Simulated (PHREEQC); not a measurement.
A solution holds 0.0063 mol/kgw HF, 0.0004 mol/kgw NH4HF2 and 3.7e-05 mol/kgw H2SiF6, at 20 °C. Closed to the air; pH follows from the charge balance.

Equilibrium calculation in PHREEQC: ion-association model, phreeqc.dat.

### Question
The ionic strength comes out as 0.00229 mol/kgw. What activity coefficients do F-, NH4+, SiF6-2, H+, HF2- get?

### Answer
F- 0.95, NH4+ 0.95, SiF6-2 0.81, H+ 0.95, HF2- 0.95.

This is a speciation only: nothing precipitates in the calculation. Species that the database lacks are ignored. SiF6-2 is the database's only silicon fluoride.
